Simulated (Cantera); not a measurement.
Input (Python, Cantera):

```python
import numpy as np
import cantera as ct

gas = ct.Solution("h2o2.yaml")


def delay(T, t_max=10):
    gas.TPX = T, 95000, {'H2': 1, 'O2': 0.417, 'N2': 1.57, 'H2O': 0.087}
    reactor = ct.IdealGasReactor(gas, clone=False)
    net = ct.ReactorNet([reactor])
    net.rtol, net.atol = 1e-8, 1e-16
    while net.time < t_max:
        t_old, T_old = net.time, reactor.T
        net.step()
        if reactor.T > T + 400:  # ignition: a rise of 400 K
            return t_old + (T + 400 - T_old) / (reactor.T - T_old) * (net.time - t_old)
    return np.nan


taus = []
for T in [1323, 1373, 1423, 1473, 1523, 1573, 1623, 1673, 1723]:
    taus.append(delay(T))
    print(f"T0 = {T:6g} K   tau = {taus[-1]:.4e} s")

# d ln(tau) / d ln(k), from doubling and halving each rate constant
T, sens = 1723, []
for i in range(gas.n_reactions):
    gas.set_multiplier(2.0, i)
    up = delay(T)
    gas.set_multiplier(0.5, i)
    down = delay(T)
    gas.set_multiplier(1.0, i)
    sens.append((np.log(up / down) / np.log(4.0), gas.reaction(i).equation))
sens.sort(key=lambda x: -abs(x[0]))
print(f"sensitivities at {T} K")
for s, eq in sens[:10]:
    print(f"{s:8.3f}  {eq}")
```

Result:

```
T0 =   1323 K   tau = 2.8181e-05 s
T0 =   1373 K   tau = 2.3525e-05 s
T0 =   1423 K   tau = 2.0159e-05 s
T0 =   1473 K   tau = 1.7705e-05 s
T0 =   1523 K   tau = 1.5914e-05 s
T0 =   1573 K   tau = 1.4623e-05 s
T0 =   1623 K   tau = 1.3717e-05 s
T0 =   1673 K   tau = 1.3120e-05 s
T0 =   1723 K   tau = 1.2775e-05 s
sensitivities at 1723 K
  -0.357  H + O2 <=> O + OH
  -0.139  H + O2 + H2O <=> HO2 + H2O
  -0.133  H + OH + M <=> H2O + M
  -0.084  H2 + O <=> H + OH
  -0.065  2 H + H2O <=> H2 + H2O
  -0.057  H2 + OH <=> H + H2O
  -0.048  H + HO2 <=> H2 + O2
  -0.029  H + O2 + M <=> HO2 + M
  -0.029  H + O2 + N2 <=> HO2 + N2
  -0.028  2 H + M <=> H2 + M
```

Computed with Cantera and the H2/O2 subset of GRI-Mech 3.0, which has no nitrogen chemistry. Where the delays flatten at high temperature, the 400 K rule measures the pace of heat release, not the induction time.
